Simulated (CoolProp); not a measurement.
Saturation properties of methane (Tc = -82.6 °C, pc = 4599 kPa, ω = 0.011).

Computed with CoolProp (reference Helmholtz-energy equation of state, Setzmann 1991).

```
T (°C)   p (kPa)  liquid cp (kJ/(kg K))  vapour Z  vapour viscosity (µPa s)  liquid conductivity (mW/(m K))
-------  -------  ---------------------  --------  ------------------------  ------------------------------
-134.45      [?]                  3.789    0.8764                      5.35                             145
-129.95    753.9                  3.877    0.8553                      5.56                             139
-125.45    935.7                  3.984    0.8320                      5.77                             133
-121.05     1142                  4.112    0.8072                      6.00                             126
-116.55     1385                  4.278    0.7793                      6.26                             120
-112.05     1663                  4.494    0.7487                      6.55                             113
-107.55     1980                  4.785    0.7149                      6.90                             [?]
-103.05     2337                  5.198    0.6772                      7.31                             100
-98.55      2739                    [?]    0.6345                       [?]                            93.8
-94.05       [?]                  6.957       [?]                      8.51                            87.0
```

### Question
What belongs in the gaps?

### Answer

- -134.45, p (kPa): 599.1
- -107.55, liquid conductivity (mW/(m K)): 107
- -98.55, liquid cp (kJ/(kg K)): 5.836
- -98.55, vapour viscosity (µPa s): 7.82
- -94.05, p (kPa): 3189
- -94.05, vapour Z: 0.5849

It boils at -161.5 °C under 1 atm.

Viscosity comes from a separate model (Quiñones-Cisneros 2006). Thermal conductivity comes from a separate model (Friend 1989).
